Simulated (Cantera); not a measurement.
Feed: 1 mol H2S, 0.11 mol SO2, a varied amount of N2, held at 1473 K and 1 atm.

These are equilibrium values from Cantera (NASA tables, ideal gas, pure condensed phases), not measurements of a reactor. Candidate condensed phases: H2O, H2SO4, S; 35 gas species. Rates play no part.

x: gas mole fraction; nothing condenses.

```
n(N2) (mol)   x N2   x H2S    x S2    x H2   x H2O
-----------  -----  ------  ------  ------  ------
1.1          0.454   0.194   0.131   0.128  0.0900
1.5          0.531   0.162   0.114   0.114  0.0771
2.2          0.622   0.124  0.0941  0.0966  0.0616
3.2          0.704  0.0916  0.0755  0.0798  0.0479
4.5          0.768     ___     ___     ___     ___
6.4          0.824  0.0477  0.0471  0.0526  0.0280
9.2          0.869     ___     ___     ___     ___
13           0.903  0.0221  0.0272  0.0320  0.0151
```

**Question.** Fill in the missing entries.

**Answer.** 
- 4.5, x H2S: 0.0674
- 4.5, x S2: 0.0604
- 4.5, x H2: 0.0657
- 4.5, x H2O: 0.0372
- 9.2, x H2S: 0.0325
- 9.2, x S2: 0.0358
- 9.2, x H2: 0.0411
- 9.2, x H2O: 0.0206
